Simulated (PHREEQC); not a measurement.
0.013 g of hydrous ferric oxide (600 m²/g; 0.2 weak and 0.005 strong sites per Fe, Dzombak-Morel constants, diffuse double layer) in 1 kg of water with 0.01 mol/kgw of an inert sodium salt, at 25 °C; the pH is set by adding NaOH or the inert anion's acid. Oxygen alone is held at its pressure in air (log pO2 = -0.68). The system is closed to CO2. No solid was allowed to form.

Base run: PHREEQC, ion-association model, wateq4f.dat. Each further column changes one thing. The table gives surface charge σ (C/m²).

```csv
pH,base,background salt from 0.01 to 0.001 mol/kgw,oxide from 0.013 to 0.065 g/kgw,6.8e-06 mol/kgw BaCl2 added
4,0.216,?,0.216,0.216
5.33,0.088,?,0.088,0.088
6.67,0.025,0.009,0.025,0.025
8,0.001,0.000,0.001,?
9.33,-0.020,-0.007,-0.020,?
10.67,-0.075,?,-0.075,-0.052
12,-0.229,-0.200,-0.229,?
```

### Question
Complete the blanks.

### Answer

- 4, background salt from 0.01 to 0.001 mol/kgw: 0.117
- 5.33, background salt from 0.01 to 0.001 mol/kgw: 0.037
- 8, 6.8e-06 mol/kgw BaCl2 added: 0.002
- 9.33, 6.8e-06 mol/kgw BaCl2 added: -0.017
- 10.67, background salt from 0.01 to 0.001 mol/kgw: -0.035
- 12, 6.8e-06 mol/kgw BaCl2 added: -0.142
